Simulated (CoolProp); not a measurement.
Vapour-liquid equilibrium of n-decane (1) + n-dodecane (2) at 87.05 °C; x and y are mole fractions of (1).

Values from CoolProp's multi-fluid Helmholtz-energy mixture model, Lemmon 2006 and Lemmon 2004; pair parameters Bell 2016.

```tsv
x	bubble pressure, mixture model (bar)	bubble pressure, Raoult's law (bar)	y, mixture model	y, Raoult's law
0.05	0.01287	0.01293	0.212	0.216
0.125	0.01624	0.01632	0.425	0.428
0.2	0.01968	0.01970	0.567	0.567
0.275	0.02316	0.02309	0.667	0.665
0.35	0.02664	0.02647	0.740	0.738
0.425	0.03011	0.02986	0.797	0.795
0.5	0.03354	0.03325	0.841	0.840
0.575	0.03695	0.03663	0.877	0.876
0.65	0.04031	0.04002	0.907	0.907
0.725	0.04365	0.04341	0.932	0.932
0.8	0.04696	0.04679	0.953	0.954
0.875	0.05027	0.05018	0.972	0.973
0.95	0.05359	0.05356	0.990	0.990
```

The largest gap from Raoult's law is +0.9 % in bubble pressure, at x = 0.5. No azeotrope shows between x = 0.05 and 0.95.

The pair parameters rest on a limited set of measurements; away from them the model extrapolates. The gap from Raoult's law changes sign with composition, which may be real or a fault of the pair parameters; it wasn't checked against measurements.
